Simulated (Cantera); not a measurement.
Input (Python, Cantera) and output of one run.

```python
import numpy as np
import cantera as ct

gas_names = """
    B BCL BCL2 BCL3 BN B2 CL CL2 N N2
""".split()
cond_names = """
    B(b) B(L) BN(s)
""".split()


# ... load() reads the species with a 1 bar reference pressure and builds the phases ...
atoms = {
    'BN': {'B': 1, 'N': 1},
    'Cl2': {'CL': 2},
    'N2': {'N': 2},
}
top_T = {'BN(s)': 3200}  # K; cautious upper limits of use, not melting points


# ... equilibrate(T, P, feed) seeds the gas with the atoms and calls Mixture.equilibrate('TP', solver="vcs", rtol=1e-11, max_steps=5000) ...
results = []
feed = {'BN': 1, 'Cl2': 2.9, 'N2': 70}  # mol
T = 1375  # K
P = 13332.2  # Pa
mix = equilibrate(T, P, feed)
results.append((T, P, feed, dict(zip(mix.species_names, mix.species_moles))))
x = sorted(zip(gas.X, gas.species_names), reverse=True)
print(f"T = {T:g} K  P = {P:g} Pa  gas = {mix.phase_moles(0):.4g} mol")
print("   x: " + "  ".join(f"{s} {v:.3e}" for v, s in x if v > 1e-05))
print("   condensed (mol): " + ("  ".join(f"{mix.phase(i).name} {mix.phase_moles(i):.4g}"
      for i in range(1, mix.n_phases) if mix.phase_moles(i) > 1e-12) or "none"))
```

It prints:

```
T = 1375 K  P = 13332.2 Pa  gas = 73.19 mol
   x: N2 9.633e-01  CL2 1.519e-02  BCL3 1.366e-02  CL 7.885e-03
   condensed (mol): none
```

Cantera equilibrium calculation (NASA polynomials, part measured and part estimated; ideal gas, pure solids and liquids).
